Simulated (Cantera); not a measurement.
What does this Cantera script print?

```python
import numpy as np
import cantera as ct

gas = ct.Solution("gri30.yaml")
gas.TPX = 575, 101325, {'CO': 1.6, 'H2': 0.62, 'CH4': 0.14, 'O2': 0.727, 'N2': 2.73, 'H2O': 1.1}
inlet = ct.Reservoir(gas, clone=True)
gas.equilibrate("HP")  # start burning
reactor = ct.IdealGasConstPressureReactor(gas, energy="on", clone=False)
exhaust = ct.Reservoir(gas, clone=True)
tau = [0.13, 0.065, 0.033, 0.017, 0.0084, 0.0042, 0.0021, 0.0011, 0.00054, 0.00027, 0.00014, 7e-05, 3.5e-05][0]
for a, b in ((inlet, reactor), (reactor, exhaust)):
    ct.MassFlowController(a, b, mdot=lambda t: reactor.mass / tau)
net = ct.ReactorNet([reactor])
show = ['CO', 'H2', 'CH4', 'HCO', 'NO', 'H2O']

rows = []
print(f"{'tau/s':>10s}{'T/K':>9s}" + "".join(f"{s:>11s}" for s in show))
for tau in [0.13, 0.065, 0.033, 0.017, 0.0084, 0.0042, 0.0021, 0.0011, 0.00054, 0.00027, 0.00014, 7e-05, 3.5e-05]:
    net.initial_time = 0.0
    net.advance(30 * tau)
    before = gas.X
    net.advance(40 * tau)
    drift = np.max(np.abs(gas.X - before) / (gas.X + 1e-9))
    rows.append([gas.T, *gas[show].X, drift])
    print(f"{tau:10.3e}{gas.T:9.1f}" + "".join(f"{x:11.3e}" for x in gas[show].X))
```

Output:

```
     tau/s      T/K         CO         H2        CH4        HCO         NO        H2O
 1.300e-01   1975.0  1.426e-01  6.177e-02  8.535e-06  9.030e-08  3.688e-05  2.459e-01
 6.500e-02   1969.8  1.424e-01  6.173e-02  9.113e-06  1.274e-07  4.239e-05  2.454e-01
 3.300e-02   1962.6  1.422e-01  6.167e-02  9.983e-06  1.802e-07  4.631e-05  2.447e-01
 1.700e-02   1953.0  1.419e-01  6.161e-02  1.141e-05  2.546e-07  4.779e-05  2.437e-01
 8.400e-03   1938.8  1.416e-01  6.154e-02  1.398e-05  3.699e-07  4.621e-05  2.424e-01
 4.200e-03   1919.5  1.413e-01  6.147e-02  1.825e-05  5.371e-07  4.164e-05  2.406e-01
 2.100e-03   1893.3  1.409e-01  6.139e-02  2.554e-05  7.854e-07  3.501e-05  2.383e-01
 1.100e-03   1860.9  1.407e-01  6.128e-02  3.729e-05  1.130e-06  2.812e-05  2.357e-01
 5.400e-04   1814.7  1.409e-01  6.095e-02  6.118e-05  1.712e-06  2.089e-05  2.323e-01
 2.700e-04   1757.9  1.424e-01  6.006e-02  1.085e-04  2.632e-06  1.481e-05  2.292e-01
 1.400e-04   1692.0  1.468e-01  5.801e-02  2.073e-04  4.113e-06  9.965e-06  2.274e-01
 7.000e-05   1603.0  1.596e-01  5.343e-02  4.910e-04  7.135e-06  5.532e-06  2.292e-01
 3.500e-05    575.0  2.313e-01  8.963e-02  2.024e-02  3.459e-22 -4.540e-20  1.590e-01
```

Computed with Cantera and GRI-Mech 3.0 (53 species, 325 reactions).
